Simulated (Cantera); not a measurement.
An adiabatic, constant-pressure homogeneous reactor starts with 1.33 % C3H8, 20.7 % O2, 78.0 % N2, equivalence ratio 0.32, at 1575 K and 750000 Pa.

Model: GRI-Mech 3.0 (53 species, 325 reactions), integrated in Cantera. GRI-Mech 3.0 was tuned for natural gas; its chemistry of propane as a main component is partial and can be far from experiment.

x: mole fraction; the columns are a selection and need not sum to one.

```csv
t (s),T (K),x C3H8,x O2,x CO,x CO2,x NO,x N2O,x H2O
6.00e-6,1581,0.00814,0.202,0.000934,7.82e-5,1.55e-10,7.50e-9,0.00325
1.42e-5,2002,<1e-12,0.145,0.0260,0.0125,2.49e-6,1.67e-6,0.0465
3.34e-5,2222,<1e-12,0.138,0.00330,0.0358,2.81e-5,3.87e-6,0.0492
7.89e-5,2266,<1e-12,0.138,…,0.0386,…,…,0.0508
0.000186,2269,<1e-12,0.138,0.000369,0.0389,7.51e-5,1.68e-6,0.0509
0.000440,2269,<1e-12,0.138,0.000367,0.0389,0.000134,1.68e-6,0.0509
0.00104,2269,<1e-12,0.138,0.000366,0.0389,0.000271,1.68e-6,0.0509
0.00245,2268,<1e-12,0.138,0.000365,0.0389,0.000590,1.67e-6,0.0509
0.00578,2267,<1e-12,0.137,0.000362,0.0389,0.00131,1.67e-6,0.0509
0.0136,2263,<1e-12,0.136,0.000355,0.0389,0.00287,1.66e-6,0.0510
0.0322,2257,<1e-12,0.135,0.000343,0.0389,…,1.64e-6,0.0510
0.0760,2250,<1e-12,0.133,0.000329,0.0389,0.00909,1.64e-6,0.0510
0.179,2246,<1e-12,0.133,0.000322,0.0389,0.0108,1.64e-6,0.0511
0.424,2245,<1e-12,0.132,0.000321,0.0389,0.0110,1.64e-6,0.0511
1.00,2245,<1e-12,0.132,0.000321,0.0389,0.0110,1.64e-6,0.0511
```

Q: What belongs in the gaps?

A: 
- 7.89e-5, x CO: 0.000606
- 7.89e-5, x NO: 4.92e-5
- 7.89e-5, x N2O: 2.14e-6
- 0.0322, x NO: 0.00568
